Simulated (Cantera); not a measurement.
**Adiabatic ignition**

An adiabatic, constant-pressure homogeneous reactor starts with 17.2 % CH4, 2.24 % H2, 16.9 % O2, 63.7 % N2, equivalence ratio 2.1, at 1450 K and 4.93 atm.

Model: GRI-Mech 3.0 (53 species, 325 reactions), integrated in Cantera.

```csv
t (s),T (K),x CH4,x H2,x O2,x C2H6,x CH2CO
2.00e-6,1450,0.172,0.0224,0.169,1.92e-10,<1e-12
7.43e-6,1450,0.172,0.0224,0.169,1.60e-8,<1e-12
2.76e-5,1450,0.172,0.0224,0.169,3.42e-6,5.64e-11
0.000102,1455,0.171,0.0222,0.168,0.000309,1.77e-7
0.000381,1575,0.145,0.0282,0.149,0.00334,0.000189
0.00141,2461,6.79e-10,0.183,2.28e-6,<1e-12,1.00e-12
0.00525,2462,6.05e-10,0.183,2.31e-6,<1e-12,<1e-12
0.0195,2462,5.98e-10,0.183,2.32e-6,<1e-12,<1e-12
0.0725,2462,5.98e-10,0.183,2.32e-6,<1e-12,<1e-12
0.269,2462,5.98e-10,0.183,2.32e-6,<1e-12,<1e-12
1.00,2462,5.98e-10,0.183,2.32e-6,<1e-12,<1e-12
```
x: mole fraction; the columns are a selection and need not sum to one.

time of steepest temperature rise: 0.437 ms
temperature at 1.00 s: 2462 K
equilibrium temperature: 2462 K
x(CH4) at 1.00 s: 5.98e-10 (gas-phase equilibrium 6.76e-10)
x(H2) at 1.00 s: 0.183 (gas-phase equilibrium 0.183)
x(O2) at 1.00 s: 2.32e-6 (gas-phase equilibrium 2.32e-6)
